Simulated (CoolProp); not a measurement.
Vapour-liquid equilibrium of methanol (1) + toluene (2) at 200.35 °C; x and y are mole fractions of (1).

Values from CoolProp's multi-fluid Helmholtz-energy mixture model, de Reuck 1993 and Lemmon 2006; pair parameters Bell 2016.

```tsv
x	bubble pressure, mixture model (bar)	bubble pressure, Raoult's law (bar)	y, mixture model	y, Raoult's law
0.05	(withheld)	9.197	(withheld)	0.220
0.2	19.64	14.15	0.584	0.573
0.35	(withheld)	19.09	(withheld)	0.743
0.5	28.27	24.04	(withheld)	0.843
0.65	(withheld)	28.99	0.797	0.909
0.8	35.57	33.94	(withheld)	0.956
0.95	39.30	38.89	(withheld)	0.990
```

What belongs in the gaps?


- 0.05, bubble pressure, mixture model (bar): 11.56
- 0.05, y, mixture model: 0.316
- 0.35, bubble pressure, mixture model (bar): 24.50
- 0.35, y, mixture model: 0.671
- 0.5, y, mixture model: 0.733
- 0.65, bubble pressure, mixture model (bar): 31.87
- 0.8, y, mixture model: 0.875
- 0.95, y, mixture model: 0.967

The largest gap from Raoult's law is +38.8 % in bubble pressure, at x = 0.2. No azeotrope shows between x = 0.05 and 0.95.

The pair parameters rest on a limited set of measurements; away from them the model extrapolates.
